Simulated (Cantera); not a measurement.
**Moist CO burnout**

A perfectly stirred reactor is fed with 2.48 % CO, 3.39 % O2, 2.39 % H2O, 91.7 % N2, equivalence ratio 0.36, at 2.20 bar; it is held at 1375 K, and followed from long to short residence time.

Computed with Cantera and GRI-Mech 3.0 (53 species, 325 reactions).

```
τ (s)        x CO    x O2   x H2O    x NO2   x H2O2
-------  --------  ------  ------  -------  -------
0.53     0.000144  0.0219  0.0241  2.34e-8  3.77e-8
0.20     0.000279  0.0219  0.0241  1.94e-8  6.30e-8
0.073    0.000550  0.0221  0.0241  1.27e-8  1.05e-7
0.027     0.00107  0.0223  0.0240  7.33e-9  1.67e-7
0.010     0.00203  0.0228  0.0239  4.20e-9  2.56e-7
0.0038    0.00370  0.0235  0.0238  2.72e-9  3.65e-7
0.0014    0.00660  0.0249  0.0236  1.96e-9  4.89e-7
0.00053    0.0109  0.0270  0.0234  1.40e-9  5.89e-7
```
x: mole fraction; the columns are a selection and need not sum to one.
